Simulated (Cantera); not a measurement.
A perfectly stirred reactor is fed with NH3 : H2 = 1 : 19 (molar parts), at 750 Torr; it is held at 1775 K, and followed from long to short residence time.

Cantera simulation using the gas-phase N/H chemistry of the illustrative SiF4/NH3 mechanism in the Surface Chemkin manual (1991); the numbers are that mechanism's predictions, not measurements. Walls and surfaces, which speed up NH3 decomposition in real reactors, are not modelled.

Question: What does this change do: pressure from 750 Torr to 203 Torr?

Answer: 
| quantity | before | after |
|---|---|---|
| x(NH3) at τ = 6.80 s | 0.0208 | 0.0217 |
| x(H2) at τ = 6.80 s | 0.965 | 0.964 |
| x(N) at τ = 6.80 s | 1.37e-8 | 5.34e-8 |
| x(H) at τ = 6.80 s | 0.000268 | 0.000416 |
| x(N2) at τ = 6.80 s | 0.0139 | 0.0134 |
| x(NH3) at τ = 71.0 ms | 0.0487 | 0.0493 |
| x(H2) at τ = 71.0 ms | 0.950 | 0.950 |
| x(N) at τ = 71.0 ms | 2.33e-8 | 4.88e-8 |
| x(H) at τ = 71.0 ms | 0.000238 | 0.000304 |
| x(N2) at τ = 71.0 ms | 0.000602 | 0.000316 |

Question: What does this change do: temperature 1775 to 2175 K?

Answer: 
```csv
quantity,before,after
x(NH3) at τ = 6.80 s,0.0208,0.000513
x(H2) at τ = 6.80 s,0.965,0.971
x(N) at τ = 6.80 s,1.37e-8,3.17e-7
x(H) at τ = 6.80 s,0.000268,0.00483
x(N2) at τ = 6.80 s,0.0139,0.0235
x(NH3) at τ = 71.0 ms,0.0487,0.00653
x(H2) at τ = 71.0 ms,0.950,0.969
x(N) at τ = 71.0 ms,2.33e-8,2.19e-6
x(H) at τ = 71.0 ms,0.000238,0.00395
x(N2) at τ = 71.0 ms,0.000602,0.0206
```
